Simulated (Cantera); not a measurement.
An adiabatic, constant-pressure homogeneous reactor starts with 9.15 % CH₄, 0.311 % CO, 19.0 % O₂, 71.5 % N₂, at 1625 K and 1.00 bar.

Computed with Cantera and GRI-Mech 3.0 (53 species, 325 reactions).

Task: Predict: time of steepest temperature rise; temperature at 4.00 s; equilibrium temperature; x(CO) at 4.00 s; x(O₂) at 4.00 s; x(H₂) at 4.00 s; x(HO₂) at 4.00 s; x(HCO) at 4.00 s; x(OH) at 4.00 s.

Result: 
```
Quantity                                                             Value
---------------------------------  ---------------------------------------
time of steepest temperature rise                                 0.382 ms
temperature at 4.00 s                                               2770 K
equilibrium temperature                                             2770 K
x(CO) at 4.00 s                      0.0421 (gas-phase equilibrium 0.0421)
x(O₂) at 4.00 s                      0.0235 (gas-phase equilibrium 0.0235)
x(H₂) at 4.00 s                      0.0179 (gas-phase equilibrium 0.0179)
x(HO₂) at 4.00 s                   6.19e-6 (gas-phase equilibrium 6.19e-6)
x(HCO) at 4.00 s                   4.13e-8 (gas-phase equilibrium 4.13e-8)
x(OH) at 4.00 s                      0.0213 (gas-phase equilibrium 0.0213)
```
